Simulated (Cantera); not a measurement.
An isothermal, constant-pressure homogeneous reactor starts with 12.4 % H₂, 39.8 % O₂, 47.8 % N₂, equivalence ratio 0.15, at 1425 K and 0.0128 atm.

Detailed kinetics in Cantera: the H2/O2 subset of GRI-Mech 3.0, which has no nitrogen chemistry. Radical loss at walls, strong at low pressure, is not modelled. The temperature is held fixed by assumption; the heat of reaction is taken as removed at once.

x: mole fraction; the columns are a selection and need not sum to one.

```json
[
 {"t (s)": "2.00e-5", "x H₂": "0.124", "x O₂": "0.398", "x O": "5.48e-9", "x OH": "5.09e-9", "x H₂O₂": "1.63e-11"},
 {"t (s)": "8.13e-5", "x H₂": "0.124", "x O₂": "0.398", "x O": "7.19e-8", "x OH": "6.03e-8", "x H₂O₂": "2.63e-10"},
 {"t (s)": "0.000330", "x H₂": "0.123", "x O₂": "0.398", "x O": "5.60e-6", "x OH": "4.52e-6", "x H₂O₂": "[?]"},
 {"t (s)": "0.00134", "x H₂": "0.00811", "x O₂": "0.323", "x O": "0.0503", "x OH": "0.0113", "x H₂O₂": "9.10e-8"},
 {"t (s)": "0.00546", "x H₂": "0.00684", "x O₂": "0.323", "x O": "0.0491", "x OH": "0.0106", "x H₂O₂": "8.65e-8"},
 {"t (s)": "0.0222", "x H₂": "0.00562", "x O₂": "0.331", "x O": "0.0376", "x OH": "0.00976", "x H₂O₂": "8.97e-8"},
 {"t (s)": "0.0902", "x H₂": "0.00232", "x O₂": "0.348", "x O": "0.0139", "x OH": "0.00642", "x H₂O₂": "[?]"},
 {"t (s)": "0.366", "x H₂": "0.000235", "x O₂": "0.357", "x O": "0.00135", "x OH": "0.00207", "x H₂O₂": "[?]"},
 {"t (s)": "1.49", "x H₂": "1.82e-5", "x O₂": "0.359", "x O": "0.000105", "x OH": "0.000578", "x H₂O₂": "[?]"},
 {"t (s)": "6.05", "x H₂": "2.59e-6", "x O₂": "0.359", "x O": "1.49e-5", "x OH": "0.000218", "x H₂O₂": "[?]"},
 {"t (s)": "24.6", "x H₂": "1.29e-6", "x O₂": "0.359", "x O": "7.39e-6", "x OH": "0.000154", "x H₂O₂": "1.19e-9"},
 {"t (s)": "100", "x H₂": "1.28e-6", "x O₂": "0.359", "x O": "7.34e-6", "x OH": "0.000153", "x H₂O₂": "1.18e-9"}
]
```

**Question.** Fill in the missing entries.

**Answer.** 
- 0.000330, x H₂O₂: 3.90e-9
- 0.0902, x H₂O₂: 7.77e-8
- 0.366, x H₂O₂: 2.86e-8
- 1.49, x H₂O₂: 6.33e-9
- 6.05, x H₂O₂: 1.72e-9
